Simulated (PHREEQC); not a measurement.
Make-up at 25 °C: 0.13 mol CuSO4, 0.1 mol HNO3 and 0.00016 mol KCl per kg of water. Closed to the air; pH follows from the charge balance.

Computed with PHREEQC (ion-association model, phreeqc.dat).

| quantity | before | after |
|---|---|---|
| pH | 1.40 | 1.08 |
| ionic strength (mol/kgw) | 0.354 | 0.100 |
| K+ (mol/kgw) | 0.000151 | 0.000160 |
| Cl- (mol/kgw) | 0.000150 | 0.000160 |
| SI of Sylvite (KCl) | -8.89 | -8.72 |

Question: Which change was made?
(A) diluted 2-fold with water
(B) temperature from 25 to 5 °C
(C) CuSO4 left out
(D) temperature from 25 to 90 °C
(E) HNO3 from 0.1 to 0.01 mol/kgw

Answer: C, CuSO4 left out

No solid was allowed to form.
